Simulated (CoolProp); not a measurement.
Vapour-liquid equilibrium of hydrogen chloride (1) + n-butane (2) at 0.481 MPa; x and y are mole fractions of (1).

Model: multi-fluid Helmholtz-energy mixture model, Thol 2018 and Bücker 2006; pair parameters Bell 2016, in CoolProp.

| x | bubble temperature, mixture model (K) | bubble temperature, Raoult's law (K) | y, mixture model | y, Raoult's law |
|---|---|---|---|---|
| 0.05 | 294.0 | 299.2 | 0.548 | 0.504 |
| 0.15 | 257.6 | 273.5 | 0.888 | 0.815 |
| 0.25 | 241.5 | 258.9 | 0.950 | 0.909 |
| 0.35 | 234.1 | 249.1 | 0.968 | 0.949 |
| 0.45 | 230.4 | 241.9 | 0.975 | 0.970 |
| 0.55 | 228.4 | 236.4 | 0.979 | 0.981 |
| 0.65 | 227.0 | 231.9 | 0.982 | 0.989 |
| 0.75 | 225.7 | 228.1 | 0.985 | 0.993 |
| 0.85 | 224.1 | 224.9 | 0.989 | 0.997 |
| 0.95 | 222.0 | 222.1 | 0.996 | 0.999 |

The largest gap from Raoult's law is -17.4 K in bubble temperature, at x = 0.25. No azeotrope shows between x = 0.05 and 0.95.

Pair parameters are fitted to limited data, so mixtures are less certain than the pure fluids. With so large a gap from Raoult's law the liquid may split in two, which this calculation doesn't test in full.
